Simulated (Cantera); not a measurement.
What does this Cantera script print?

```python
import numpy as np
import cantera as ct

surf = ct.Interface("ptcombust.yaml", "Pt_surf")
gas = surf.adjacent["gas"]
gas.TPX = 475, 101325, {'H2': 0.0058, 'O2': 0.016, 'N2': 0.79}
surf.TP = 475, 101325
reactor = ct.FlowReactor(gas, clone=False)
reactor.area = 0.0001  # m2
reactor.surface_area_to_volume_ratio = 1200  # 1/m
reactor.mass_flow_rate = 0.67 * reactor.area * gas.density  # inlet velocity 0.67 m/s
reactor.energy_enabled = False
wall = ct.ReactorSurface(surf, reactor, clone=False)
net = ct.ReactorNet([reactor])
net.rtol, net.atol = 1e-8, 1e-16
show, cover = ['H2', 'O2', 'H2O'], ['PT(S)', 'H(S)', 'O(S)', 'OH(S)', 'CO(S)', 'C(S)']

rows = []
print(f"{'z/m':>9s}{'u/(m/s)':>9s}" + "".join(f"{s:>13s}" for s in show + cover))
for z in [0.00014, 0.00031, 0.00066, 0.0014, 0.0031, 0.0066, 0.014]:
    net.advance(z)
    rows.append([reactor.speed, *gas[show].X, *surf[cover].coverages])
    print(f"{z:9.4g}{rows[-1][0]:9.3g}" + "".join(f"{x:13.4e}" for x in rows[-1][1:]))
```

Result:

```
      z/m  u/(m/s)           H2           O2          H2O        PT(S)         H(S)         O(S)        OH(S)        CO(S)         C(S)
  0.00014    0.668   1.4927e-03   1.6929e-02   5.6722e-03   1.2501e-01   2.0841e-08   8.2883e-01   4.5886e-02   6.3704e-24   6.8957e-29
  0.00031    0.668   7.4001e-04   1.6559e-02   6.4276e-03   6.3363e-02   4.8950e-09   9.0116e-01   3.5326e-02   5.5726e-26  -3.0606e-31
  0.00066    0.668   3.6011e-04   1.6372e-02   6.8088e-03   3.1186e-02   1.1431e-09   9.4293e-01   2.5810e-02  -6.8316e-25  -3.9024e-30
   0.0014    0.668   1.7195e-04   1.6279e-02   6.9977e-03   1.4976e-02   2.6250e-10   9.6672e-01   1.8270e-02  -1.1866e-25  -1.7538e-29
   0.0031    0.668   7.7972e-05   1.6233e-02   7.0920e-03   6.8104e-03   5.5441e-11   9.8071e-01   1.2464e-02  -1.4424e-24   5.1091e-30
   0.0066    0.668   3.6651e-05   1.6213e-02   7.1334e-03   3.2055e-03   1.2800e-11   9.8819e-01   8.5997e-03   3.0489e-23   9.0167e-28
    0.014    0.668   1.7275e-05   1.6203e-02   7.1529e-03   1.5122e-03   3.0329e-12   9.9256e-01   5.9251e-03   5.0437e-26   2.9119e-31
```

Cantera simulation using Deutschmann's 1995 Pt surface mechanism with GRI-Mech 3.0 gas chemistry; the numbers are that mechanism's predictions, not measurements. Catalytic surfaces can have several steady states; this one follows from the mechanism file's or the stated starting coverage. Mass transfer to the wall is taken as infinitely fast.
